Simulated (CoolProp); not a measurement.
Saturation properties of CH3F (R41) (Tc = 317.3 K, pc = 5906 kPa, ω = 0.200).

Computed with CoolProp (reference Helmholtz-energy equation of state, Lemmon 2006). It is a short technical equation, of lower accuracy than the large ones.

```
T (K)  p (kPa)  liquid density (kg/m³)  vapour density (kg/m³)  liquid cp (kJ/(kg K))  surface tension (mN/m)
-----  -------  ----------------------  ----------------------  ---------------------  ----------------------
194.1    97.51                   882.6                   2.146                  2.071                    15.6
204      164.0                   861.6                   3.492                  2.088                    14.0
214      262.9                   839.6                   5.447                  2.114                    12.5
223.9    400.9                   816.7                   8.141                  2.150                    11.1
233.9    590.6                   792.4                   11.84                  2.200                    9.60
243.8    838.6                   766.9                   16.73                  2.264                    8.21
253.8     1161                   739.3                   23.27                  2.352                    6.84
263.7     1565                   709.7                   31.82                  2.470                    5.54
273.7     2071                   676.9                   43.30                  2.641                    4.29
283.7     2691                   639.8                   58.89                  2.906                    3.10
293.6     3435                   596.8                   80.68                  3.370                    2.01
```

It boils at 194.8 K under 1 atm.

Surface tension comes from a separate correlation (Mulero 2012).
